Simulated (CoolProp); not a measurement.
Properties of dimethyl carbonate along the isotherm 362.8 K.

Model: reference Helmholtz-energy equation of state, Zhou 2011, in CoolProp.

| p (MPa) | phase | cp (kJ/(kg K)) | cv (kJ/(kg K)) | expansivity (1/kK) |
|---|---|---|---|---|
| 1.12 | liquid | 1.954 | 1.443 | 1.456 |
| 2.23 | liquid | 1.952 | 1.444 | 1.441 |
| 3.35 | liquid | 1.949 | 1.444 | 1.425 |
| 4.46 | liquid | 1.947 | 1.444 | 1.411 |
| 5.58 | liquid | 1.944 | 1.445 | 1.396 |
| 6.69 | liquid | 1.942 | 1.445 | 1.382 |
| 7.81 | liquid | 1.939 | 1.446 | 1.369 |
| 8.93 | liquid | 1.937 | 1.446 | 1.356 |
| 10 | liquid | 1.935 | 1.447 | 1.344 |
| 11.2 | liquid | 1.933 | 1.447 | 1.330 |
| 12.3 | liquid | 1.931 | 1.447 | 1.319 |
